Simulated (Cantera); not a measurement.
Charge: 1 mol SiH4, 1.7 mol CO2, held at 0.200 bar.

Equilibrium computed with Cantera from the NASA thermochemical tables; the gas is ideal and each condensed phase is pure. Candidate condensed phases: C, C6H6, C7H8, C8H18, H2O, Si, SiC, SiO2; 123 gas species. Mutual solubility and eutectic melting of coexisting phases are not modelled. The tables hold silica as quartz up to 1696 K and as liquid above; real silica turns to tridymite and cristobalite and melts near 1996 K. Kinetics and transport are ignored.

Problem. What share of the Si ends up in condensed phases as a function of T (K), at 1650, 1700, 1750, 1800, 1850, 1900, 1950, 2000?

Solution. 
```
T (K)  Si condensed (%)                        as
-----  ----------------  ------------------------
1650               98.4   SiC(s) + SiO2(β-quartz)
1700               95.5  SiC(s) + SiO2(condensed)
1750               88.0  SiC(s) + SiO2(condensed)
1800               70.0           SiO2(condensed)
1850               69.9           SiO2(condensed)
1900               69.8           SiO2(condensed)
1950               69.5           SiO2(condensed)
2000               68.9                   SiO2(l)
```
